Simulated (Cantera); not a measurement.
# Ta2O5 + CO + H2 (carbothermic reduction)

A closed system holds: 1 mol Ta2O5, 0.51 mol CO, 1.1 mol H2, at 300000 Pa.

Equilibrium computed with Cantera from the NASA thermochemical tables; the gas is ideal and each condensed phase is pure. Candidate condensed phases: C, C6H6, C7H8, C8H18, H2O, Ta, TaC, Ta2O5; 113 gas species. Mutual solubility and eutectic melting of coexisting phases are not modelled. TaC: taken at fixed stoichiometry. Condensed phases not in the tables: Ta2C. Kinetics and transport are ignored.

| T (K) | log p H2 | log p H2O | log p CO | log p CH4 | log p CO2 | log p H | n C(graphite) | n Ta2O5(s) | n TaC(s) | n Ta2O5(l) |
|---|---|---|---|---|---|---|---|---|---|---|
| 800 | -0.10 | 0.00 | -1.27 | -0.07 | -0.54 | <-11 | 0.136 | 1.00 | 0 | 0 |
| 950 | 0.18 | -0.29 | -0.44 | -0.41 | -0.66 | -9.16 | 0.133 | 1.00 | 0 | 0 |
| 1100 | 0.27 | -0.87 | -0.10 | -0.90 | -1.25 | -7.45 | 0.0315 | 1.00 | 0 | 0 |
| 1250 | 0.30 | -1.51 | -0.03 | -1.40 | -2.04 | -6.17 | 0 | 1.00 | 0 | 0 |
| 1400 | 0.31 | -1.99 | -0.03 | -1.91 | -2.66 | -5.16 | 0 | 1.00 | 0 | 0 |
| 1550 | 0.31 | -1.94 | -0.02 | -2.77 | -2.72 | -4.35 | 0 | 0.999 | 0.00181 | 0 |
| 1700 | 0.31 | -1.85 | -0.02 | -3.52 | -2.72 | -3.68 | 0 | 0.999 | 0.00239 | 0 |
| 1850 | 0.31 | -1.79 | -0.02 | -4.15 | -2.72 | -3.11 | 0 | 0.999 | 0.00279 | 0 |
| 2000 | 0.31 | -1.73 | -0.02 | -4.67 | -2.73 | -2.63 | 0 | 0.998 | 0.00313 | 0 |
| 2150 | 0.31 | -1.70 | -0.03 | -5.10 | -2.75 | -2.22 | 0 | 0 | 0.00330 | 0.998 |
| 2300 | 0.31 | -1.70 | -0.03 | -5.46 | -2.78 | -1.86 | 0 | 0 | 0.00335 | 0.998 |
| 2450 | 0.30 | -1.69 | -0.03 | -5.77 | -2.80 | -1.55 | 0 | 0 | 0.00335 | 0.998 |
| 2600 | 0.30 | -1.69 | -0.03 | -6.05 | -2.83 | -1.27 | 0 | 0 | 0.00320 | 0.998 |
log p: log10 of the partial pressure in bar; n: condensed amount in mol.

From 800 K to 1100 K the condensed part is C(graphite) + Ta2O5(s). From 1250 K to 1400 K the condensed part is Ta2O5(s). From 1550 K to 2000 K the condensed part is TaC(s) + Ta2O5(s). From 2150 K to 2600 K the condensed part is TaC(s) + Ta2O5(l).
